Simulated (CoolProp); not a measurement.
R123 along the isotherm 462.9 K: density (kg/m³) from the reference equation and from simpler models built on Tc = 456.8 K, pc = 3662 kPa, ω = 0.282; each cubic takes its own stable root.

Computed with CoolProp (reference Helmholtz-energy equation of state, Younglove 1994). It is a modified Benedict-Webb-Rubin equation, recast in Helmholtz form.

| p (kPa) | phase | reference | Soave-Redlich-Kwong | Peng-Robinson |
|---|---|---|---|---|
| 116 | gas | 4.658 | 4.658 | 4.663 |
| 180 | gas | 7.271 | 7.270 | 7.284 |
| 281 | gas | 11.46 | 11.46 | 11.49 |
| 437 | gas | 18.09 | 18.08 | 18.17 |
| 681 | gas | 28.90 | 28.88 | 29.09 |
| 1060 | gas | 46.90 | 46.83 | 47.38 |
| 1650 | gas | 78.67 | 78.38 | 79.91 |
| 2570 | gas | 143.0 | 141.6 | 146.4 |
| 4000 | supercritical | 510.4 | 448.1 | 477.8 |
| 6230 | supercritical | 912.8 | 763.9 | 845.0 |
| 9700 | supercritical | 1009 | 883.8 | 981.6 |
| 15100 | supercritical | 1086 | 984.5 | 1095 |
| 23500 | supercritical | 1158 | 1079 | 1200 |
| 36600 | supercritical | 1231 | 1170 | 1301 |
